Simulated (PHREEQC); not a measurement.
Solution (58 °C): 0.13 mol ZnBr2 per kg of water. Closed to the air; pH follows from the charge balance.

Computed with PHREEQC (ion-association model, phreeqc.dat).

Each row changes one thing in this solution. Precipitation was switched off in this run.

```json
[
 {"case": "as made", "pH": "4.76", "ionic strength (mol/kgw)": "0.387", "ZnBr+ (mol/kgw)": "0.00164", "ZnBr2 (mol/kgw)": "6.82e-5", "ZnOH+ (mol/kgw)": "2.30e-5", "Zn(OH)2 (mol/kgw)": "1.03e-9"},
 {"case": "temperature from 58 to 45 °C", "pH": "4.93", "ionic strength (mol/kgw)": "0.386", "ZnBr+ (mol/kgw)": "0.00170", "ZnBr2 (mol/kgw)": "7.22e-5", "ZnOH+ (mol/kgw)": "1.53e-5", "Zn(OH)2 (mol/kgw)": "2.37e-9"},
 {"case": "ZnBr2 from 0.13 to 0.26 mol/kgw", "pH": "4.68", "ionic strength (mol/kgw)": "0.770", "ZnBr+ (mol/kgw)": "0.00436", "ZnBr2 (mol/kgw)": "0.000311", "ZnOH+ (mol/kgw)": "2.84e-5", "Zn(OH)2 (mol/kgw)": "1.00e-9"},
 {"case": "ZnBr2 from 0.13 to 0.195 mol/kgw", "pH": "4.71", "ionic strength (mol/kgw)": "0.579", "ZnBr+ (mol/kgw)": "0.00294", "ZnBr2 (mol/kgw)": "0.000167", "ZnOH+ (mol/kgw)": "2.62e-5", "Zn(OH)2 (mol/kgw)": "1.01e-9"},
 {"case": "diluted 2-fold with water", "pH": "4.85", "ionic strength (mol/kgw)": "0.194", "ZnBr+ (mol/kgw)": "0.000572", "ZnBr2 (mol/kgw)": "1.41e-5", "ZnOH+ (mol/kgw)": "1.80e-5", "Zn(OH)2 (mol/kgw)": "1.07e-9"},
 {"case": "ZnBr2 from 0.13 to 0.65 mol/kgw", "pH": "…", "ionic strength (mol/kgw)": "1.92", "ZnBr+ (mol/kgw)": "0.0129", "ZnBr2 (mol/kgw)": "0.00203", "ZnOH+ (mol/kgw)": "3.34e-5", "Zn(OH)2 (mol/kgw)": "1.04e-9"},
 {"case": "0.023 mol/kgw Na2SO4 added", "pH": "4.86", "ionic strength (mol/kgw)": "…", "ZnBr+ (mol/kgw)": "0.00144", "ZnBr2 (mol/kgw)": "5.96e-5", "ZnOH+ (mol/kgw)": "2.59e-5", "Zn(OH)2 (mol/kgw)": "1.46e-9"}
]
```

**Question.** Fill in the missing entries.

**Answer.** 
- ZnBr2 from 0.13 to 0.65 mol/kgw, pH: 4.62
- 0.023 mol/kgw Na2SO4 added, ionic strength (mol/kgw): 0.403

The ionic strength passes 0.7 mol/kgw, the rough limit of the ion-association models, in ZnBr2 from 0.13 to 0.26 mol/kgw; ZnBr2 from 0.13 to 0.65 mol/kgw. Species that the database lacks are ignored. Constants without temperature data keep their 25 °C values here.
